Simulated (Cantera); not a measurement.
Thermodynamics of oxide etching and cleaning by halides, feed B2O3 + Cl2 + N2

Charge: 1 mol B2O3, 0.71 mol Cl2, 56 mol N2, equilibrated at 0.00560 bar.

Equilibrium computed with Cantera from the NASA thermochemical tables; the gas is ideal and each condensed phase is pure. Candidate condensed phases: B, BN, B2O3; 25 gas species. The tables' values for BOCl are old estimates; treat these amounts as uncertain. Rates play no part.

| T (K) | x N2 | x Cl | x B2O3 | x Cl2 | x BOCl | x BO2 | x O2 | x BO | n B2O3(l) |
|---|---|---|---|---|---|---|---|---|---|
| 1023 | 0.987 | 0.000800 | 1.75e-9 | 0.0121 | 2.37e-7 | 7.69e-11 | 1.32e-6 | <1e-12 | 1.000 |
| 1123 | 0.986 | 0.00282 | 1.10e-7 | 0.0111 | 3.77e-6 | 3.48e-9 | 4.86e-6 | <1e-12 | 1.000 |
| 1223 | 0.984 | 0.00746 | 3.43e-6 | 0.00871 | 3.41e-5 | 8.50e-8 | 1.55e-5 | 1.41e-12 | 0.998 |
| 1323 | 0.980 | 0.0145 | 6.21e-5 | 0.00509 | 0.000178 | 1.31e-6 | 4.79e-5 | 9.82e-11 | 0.991 |
| 1423 | 0.976 | 0.0202 | 0.000733 | 0.00199 | 0.000572 | 1.38e-5 | 0.000131 | 3.69e-9 | 0.941 |
| 1523 | 0.969 | 0.0221 | 0.00615 | 0.000590 | 0.00132 | 0.000102 | 0.000276 | 8.80e-8 | 0.603 |
| 1623 | 0.959 | 0.0221 | 0.0160 | 0.000174 | 0.00182 | 0.000333 | 0.000324 | 1.02e-6 | 0 |
| 1723 | 0.959 | 0.0224 | 0.0160 | 6.01e-5 | 0.00178 | 0.000554 | 0.000242 | 6.41e-6 | 0 |
| 1823 | 0.959 | 0.0225 | 0.0158 | 2.29e-5 | 0.00178 | 0.000839 | 0.000162 | 3.41e-5 | 0 |
| 1923 | 0.959 | 0.0225 | 0.0155 | 9.58e-6 | 0.00182 | 0.00118 | 0.000101 | 0.000156 | 0 |
x: gas mole fraction; n: condensed amount in mol.

From 1023 K to 1523 K the condensed part is B2O3(l). From 1623 K to 1923 K nothing is condensed. The main B-bearing gas is BCl3 at 1023 K and B2O3 at 1923 K.
